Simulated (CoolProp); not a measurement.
Vapour-liquid equilibrium of R22 (1) + n-pentane (2) at 124 kPa; x and y are mole fractions of (1).

Computed with CoolProp (multi-fluid Helmholtz-energy mixture model, Kamei 1995 and Thol 2019; pair parameters Bell 2016).

| x | bubble temperature, mixture model (°C) | bubble temperature, Raoult's law (°C) | y, mixture model | y, Raoult's law |
|---|---|---|---|---|
| 0.05 | 17.5 | 26.8 | 0.593 | 0.441 |
| 0.15 | -7.7 | 7.6 | 0.875 | 0.766 |
| 0.25 | -18.6 | -4.1 | 0.934 | 0.878 |
| 0.35 | -24.3 | -12.1 | 0.956 | 0.928 |
| 0.45 | -27.5 | -18.1 | 0.966 | 0.956 |
| 0.55 | -29.5 | -22.9 | 0.972 | 0.972 |
| 0.65 | -30.9 | -26.8 | 0.976 | 0.983 |
| 0.75 | -32.3 | -30.0 | 0.981 | 0.990 |
| 0.85 | -33.7 | -32.8 | 0.986 | 0.995 |
| 0.95 | -35.4 | -35.3 | 0.995 | 0.999 |

The largest gap from Raoult's law is -15.3 K in bubble temperature, at x = 0.15. No azeotrope shows between x = 0.05 and 0.95.

Pair parameters are fitted to limited data, so mixtures are less certain than the pure fluids. With so large a gap from Raoult's law the liquid may split in two, which this calculation doesn't test in full.
